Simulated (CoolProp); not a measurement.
Properties of R115 along the isobar 1.01 bar (Tc = 80.0 °C, pc = 31.29 bar, ω = 0.248).

The numbers come from the reference Helmholtz-energy equation of state, Lemmon 2016 in CoolProp.

```json
[
 {"T (°C)": "-17.85", "phase": "gas", "density (kg/m³)": "7.585", "cv (kJ/(kg K))": "0.6053", "Joule-Thomson coefficient (K/MPa)": "21.95", "isothermal compressibility (1/MPa)": "10.23", "expansivity (1/kK)": "4.352"},
 {"T (°C)": "-1.25", "phase": "gas", "density (kg/m³)": "7.078", "cv (kJ/(kg K))": "0.6269", "Joule-Thomson coefficient (K/MPa)": "17.73", "isothermal compressibility (1/MPa)": "10.16", "expansivity (1/kK)": "3.995"},
 {"T (°C)": "15.25", "phase": "gas", "density (kg/m³)": "6.643", "cv (kJ/(kg K))": "0.6489", "Joule-Thomson coefficient (K/MPa)": "14.77", "isothermal compressibility (1/MPa)": "10.11", "expansivity (1/kK)": "3.708"},
 {"T (°C)": "31.75", "phase": "gas", "density (kg/m³)": "6.262", "cv (kJ/(kg K))": "0.6707", "Joule-Thomson coefficient (K/MPa)": "12.55", "isothermal compressibility (1/MPa)": "10.08", "expansivity (1/kK)": "3.468"},
 {"T (°C)": "48.25", "phase": "gas", "density (kg/m³)": "5.924", "cv (kJ/(kg K))": "0.6921", "Joule-Thomson coefficient (K/MPa)": "10.81", "isothermal compressibility (1/MPa)": "10.05", "expansivity (1/kK)": "3.261"},
 {"T (°C)": "64.75", "phase": "gas", "density (kg/m³)": "5.622", "cv (kJ/(kg K))": "0.7128", "Joule-Thomson coefficient (K/MPa)": "9.434", "isothermal compressibility (1/MPa)": "10.03", "expansivity (1/kK)": "3.080"},
 {"T (°C)": "81.25", "phase": "gas", "density (kg/m³)": "5.351", "cv (kJ/(kg K))": "0.7327", "Joule-Thomson coefficient (K/MPa)": "8.312", "isothermal compressibility (1/MPa)": "10.01", "expansivity (1/kK)": "2.921"},
 {"T (°C)": "97.85", "phase": "gas", "density (kg/m³)": "5.104", "cv (kJ/(kg K))": "0.7519", "Joule-Thomson coefficient (K/MPa)": "7.383", "isothermal compressibility (1/MPa)": "9.991", "expansivity (1/kK)": "2.777"},
 {"T (°C)": "114.35", "phase": "gas", "density (kg/m³)": "4.880", "cv (kJ/(kg K))": "0.7700", "Joule-Thomson coefficient (K/MPa)": "6.612", "isothermal compressibility (1/MPa)": "9.979", "expansivity (1/kK)": "2.649"},
 {"T (°C)": "130.85", "phase": "gas", "density (kg/m³)": "4.676", "cv (kJ/(kg K))": "0.7872", "Joule-Thomson coefficient (K/MPa)": "5.961", "isothermal compressibility (1/MPa)": "9.968", "expansivity (1/kK)": "2.533"},
 {"T (°C)": "147.35", "phase": "gas", "density (kg/m³)": "4.488", "cv (kJ/(kg K))": "0.8035", "Joule-Thomson coefficient (K/MPa)": "5.406", "isothermal compressibility (1/MPa)": "9.959", "expansivity (1/kK)": "2.428"},
 {"T (°C)": "163.85", "phase": "gas", "density (kg/m³)": "4.316", "cv (kJ/(kg K))": "0.8189", "Joule-Thomson coefficient (K/MPa)": "4.929", "isothermal compressibility (1/MPa)": "9.952", "expansivity (1/kK)": "2.331"},
 {"T (°C)": "180.35", "phase": "gas", "density (kg/m³)": "4.156", "cv (kJ/(kg K))": "0.8334", "Joule-Thomson coefficient (K/MPa)": "4.514", "isothermal compressibility (1/MPa)": "9.945", "expansivity (1/kK)": "2.242"}
]
```
